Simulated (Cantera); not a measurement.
A Cantera script and what it prints.

```python
import numpy as np
import cantera as ct

gas_names = """
    CL CL2 H HCL H2 Si SiCL SiCL2 SiCL3 SiCL4 SiH SiHCL3 SiH2 SiH2CL2 SiH3 SiH3CL SiH4 Si2 Si3
""".split()
cond_names = """
    Si(cr) Si(L)
""".split()


# ... load() reads the species with a 1 bar reference pressure and builds the phases ...
atoms = {
    'SiH2Cl2': {'Si': 1, 'H': 2, 'CL': 2},
    'Cl2': {'CL': 2},
    'H2': {'H': 2},
}
top_T = {}  # K; cautious upper limits of use, not melting points


# ... equilibrate(T, P, feed) seeds the gas with the atoms and calls Mixture.equilibrate('TP', solver="vcs", rtol=1e-11, max_steps=5000) ...
results = []
feed = {'SiH2Cl2': 1, 'Cl2': 0.64, 'H2': 77}  # mol
P = 100000  # Pa
for T in [900, 950, 1000, 1050, 1100, 1150, 1200, 1250, 1300, 1350, 1400, 1450, 1500, 1550]:
    mix = equilibrate(T, P, feed)
    results.append((T, P, feed, dict(zip(mix.species_names, mix.species_moles))))

top = {s: max(r[3][s] / sum(r[3][g] for g in gas_names) for r in results) for s in gas_names}
cols = sorted((s for s in top if top[s] > 0.0001), key=lambda s: -top[s])[:9]
seen = [c for c in cond_names if any(r[3].get(c, 0) > 1e-12 for r in results)]
print("log10 of partial pressures in bar; condensed amounts in mol")
print(f"{'T/K':>10s}" + "".join(f"{s[:9]:>10s}" for s in cols + seen))
for T, P, feed, n in results:
    ng = sum(n[g] for g in gas_names)
    print(f"{T:10.4g}" + "".join(f"{np.log10(max(n[s] / ng * P / 1e5, 1e-99)):10.3f}" for s in cols)
          + "".join(f"{n.get(c, 0):10.4g}" for c in seen))
```

It prints:

```
log10 of partial pressures in bar; condensed amounts in mol
       T/K        H2       HCL    SiHCL3     SiCL4     SiCL2   SiH2CL2     SiCL3    Si(cr)
       900    -0.006    -2.660    -2.209    -2.316    -5.180    -3.125    -4.587    0.0699
       950    -0.007    -2.448    -2.229    -2.331    -4.704    -3.120    -4.280     0.101
      1000    -0.007    -2.260    -2.256    -2.357    -4.283    -3.122    -4.012    0.1437
      1050    -0.008    -2.095    -2.293    -2.397    -3.911    -3.133    -3.783    0.1991
      1100    -0.009    -1.951    -2.343    -2.455    -3.585    -3.154    -3.592    0.2664
      1150    -0.010    -1.828    -2.412    -2.537    -3.303    -3.188    -3.440    0.3429
      1200    -0.011    -1.725    -2.504    -2.652    -3.065    -3.239    -3.330     0.423
      1250    -0.013    -1.643    -2.627    -2.808    -2.872    -3.312    -3.267    0.4992
      1300    -0.014    -1.582    -2.783    -3.009    -2.724    -3.407    -3.253    0.5639
      1350    -0.015    -1.540    -2.972    -3.255    -2.616    -3.525    -3.285    0.6119
      1400    -0.016    -1.514    -3.186    -3.535    -2.543    -3.660    -3.353    0.6427
      1450    -0.016    -1.500    -3.413    -3.832    -2.494    -3.804    -3.445    0.6598
      1500    -0.016    -1.492    -3.643    -4.134    -2.461    -3.950    -3.548    0.6677
      1550    -0.016    -1.488    -3.868    -4.430    -2.437    -4.094    -3.656    0.6699
```

Method: chemical equilibrium by Gibbs-energy minimisation in Cantera with the NASA 1993 tables (ideal gas, pure condensed phases). The tables' values for SiCl3 are old estimates; treat these amounts as uncertain.
